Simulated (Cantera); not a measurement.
Feed: 1 mol SiCl₄, 0.21 mol Cl₂, 73 mol H₂, 2.1 mol HCl, held at 1330 Pa.

These are equilibrium values from Cantera (NASA tables, ideal gas, pure condensed phases), not measurements of a reactor. Candidate condensed phases: Si; 19 gas species. Equilibrium is a limit: real reactors are often held back by kinetics, nucleation or transport.

Over these rows the condensed part is Si(s). Partial pressures as log10 of bar:

```
T (K)  1000/T (1/K)  log p SiCl₄  log p H₂  log p HCl
-----  ------------  -----------  --------  ---------
1150         0.8696        -4.24     -1.90      -3.20
1200         0.8333            ?     -1.90      -3.14
1250         0.8000        -4.90     -1.91      -3.11
1300         0.7692        -5.30     -1.91      -3.10
1350         0.7407        -5.70     -1.91      -3.10
1400         0.7143        -6.09     -1.91      -3.10
```

**Question.** Fit log p(SiCl₄) = a + b·(1000/T) to the five rows, give the apparent enthalpy, and predict the row at 1200 K.

**Answer.** Means: 1000/T = 0.7788, log p = -5.246. Sxy = 0.170934, Sxx = 0.0143981, so b = 11.87 and a = -5.246 − (11.87)×0.7788 = -14.49.
Apparent enthalpy: −19.145 × (11.87) = -227 kJ/mol. With the condensed phases at unit activity, Si(s) + 4 HCl(g) = SiCl₄(g) + 2 H₂(g) links this pressure to the main gases: over the six rows their terms move log p by +0.42 in all, so the slope isn't that reaction's ΔH° alone. The five rows lie within 0.09 of the line.
Prediction at 1200 K: -14.49 + (11.87)×0.8333 = -4.60. The computed value is -4.54, 0.06 from the line.
